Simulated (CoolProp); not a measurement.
Saturation properties of isobutane.

The numbers come from the reference Helmholtz-energy equation of state, Bücker 2006 in CoolProp.

| T (K) | p (MPa) | vapour density (kg/m³) | surface tension (mN/m) | liquid viscosity (µPa s) | liquid conductivity (mW/(m K)) |
|---|---|---|---|---|---|
| 239 | 0.03834 | 1.145 | 16.8 | 302 | 112 |
| 241.8 | 0.04379 | 1.295 | 16.5 | 291 | 111 |
| 244.6 | 0.04983 | 1.460 | 16.2 | 281 | 110 |
| 247.4 | 0.05652 | 1.642 | 15.8 | 271 | 109 |
| 250.2 | 0.06390 | 1.840 | 15.5 | 261 | 108 |
| 253 | 0.07202 | 2.057 | 15.2 | 252 | 107 |
| 255.8 | 0.08093 | 2.292 | 14.8 | 244 | 106 |
| 258.6 | 0.09068 | 2.549 | 14.5 | 236 | 104 |
| 261.4 | 0.1013 | 2.826 | 14.2 | 228 | 103 |
| 264.2 | 0.1129 | 3.127 | 13.9 | 220 | 102 |
| 267 | 0.1255 | 3.452 | 13.5 | 213 | 101 |
| 269.8 | 0.1392 | 3.802 | 13.2 | 206 | 99.9 |
| 272.6 | 0.1539 | 4.180 | 12.9 | 200 | 98.8 |
| 275.4 | 0.1699 | 4.585 | 12.6 | 194 | 97.7 |
| 278.2 | 0.1870 | 5.020 | 12.3 | 188 | 96.6 |

It boils at 261.4 K under 1 atm.

Viscosity comes from a separate model (Vogel 2000). Thermal conductivity comes from a separate model (Perkins 2002). Surface tension comes from a separate correlation (Mulero 2012).
